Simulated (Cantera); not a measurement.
Hydrogen reduction and annealing atmospheres: CuO + H2 + N2

A closed system holds: 1 mol CuO, 250 mol H2, 46 mol N2, held at 82.5 Torr.

These are equilibrium values from Cantera (NASA tables, ideal gas, pure condensed phases), not measurements of a reactor. Candidate condensed phases: Cu, CuO, Cu(OH)2, Cu2O, H2O; 27 gas species. Kinetics and transport are ignored.

| T (°C) | x H2 | x N2 | x H | x H2O | x Cu | n Cu(s) | n Cu(l) |
|---|---|---|---|---|---|---|---|
| 625 | 0.841 | 0.155 | 3.03e-10 | 0.00338 | 1.48e-12 | 1.00 | 0 |
| 725 | 0.841 | 0.155 | 5.95e-9 | 0.00338 | 1.31e-10 | 1.00 | 0 |
| 825 | 0.841 | 0.155 | 6.84e-8 | 0.00338 | 5.06e-9 | 1.000 | 0 |
| 925 | 0.841 | 0.155 | 5.26e-7 | 0.00338 | 1.06e-7 | 1.000 | 0 |
| 1025 | 0.841 | 0.155 | 2.96e-6 | 0.00338 | 1.37e-6 | 1.000 | 0 |
| 1125 | 0.841 | 0.155 | 1.31e-5 | 0.00338 | 1.18e-5 | 0 | 0.997 |
| 1225 | 0.841 | 0.155 | 4.75e-5 | 0.00338 | 7.23e-5 | 0 | 0.979 |
| 1325 | 0.841 | 0.155 | 0.000147 | 0.00338 | 0.000351 | 0 | 0.896 |
| 1425 | 0.840 | 0.155 | 0.000400 | 0.00337 | 0.00141 | 0 | 0.582 |
| 1525 | 0.837 | 0.155 | 0.000971 | 0.00337 | 0.00336 | 0 | 0 |
| 1625 | 0.836 | 0.155 | 0.00216 | 0.00336 | 0.00336 | 0 | 0 |
| 1725 | 0.834 | 0.155 | 0.00442 | 0.00336 | 0.00336 | 0 | 0 |
| 1825 | 0.831 | 0.154 | 0.00846 | 0.00335 | 0.00335 | 0 | 0 |
| 1925 | 0.824 | 0.154 | 0.0152 | 0.00333 | 0.00334 | 0 | 0 |
x: gas mole fraction; n: condensed amount in mol.

From 625 °C to 1025 °C the condensed part is Cu(s). From 1125 °C to 1425 °C the condensed part is Cu(l). From 1525 °C to 1925 °C nothing is condensed.
